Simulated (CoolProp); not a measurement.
Hexamethyldisiloxane (MM) along the isotherm 377.3 K: fugacity coefficient from the reference equation and from simpler models built on Tc = 518.7 K, pc = 1.931 MPa, ω = 0.418; each cubic takes its own stable root.

Model: reference Helmholtz-energy equation of state, Thol 2016, in CoolProp.

```
p (MPa)   phase  reference  Redlich-Kwong  Soave-Redlich-Kwong
-------  ------  ---------  -------------  -------------------
0.00305     gas     0.9983         0.9987               0.9985
0.00579     gas     0.9967         0.9975               0.9971
0.011       gas     0.9938         0.9953               0.9945
0.0208      gas     0.9882         0.9911               0.9895
0.0394      gas     0.9777         0.9831               0.9802
0.0748      gas     0.9577         0.9680                  [?]
0.142    liquid        [?]            [?]               0.7517
0.269    liquid     0.3963         0.7785                  [?]
0.509    liquid        [?]         0.4202                  [?]
0.966    liquid     0.1164            [?]                  [?]
```

Complete the blanks.


- 0.0748, Soave-Redlich-Kwong: 0.9624
- 0.142, reference: 0.7434
- 0.142, Redlich-Kwong: 0.9394
- 0.269, Soave-Redlich-Kwong: 0.4010
- 0.509, reference: 0.2133
- 0.509, Soave-Redlich-Kwong: 0.2162
- 0.966, Redlich-Kwong: 0.2305
- 0.966, Soave-Redlich-Kwong: 0.1183

At some of these states Redlich-Kwong gives the other phase, because its saturation line lies elsewhere.
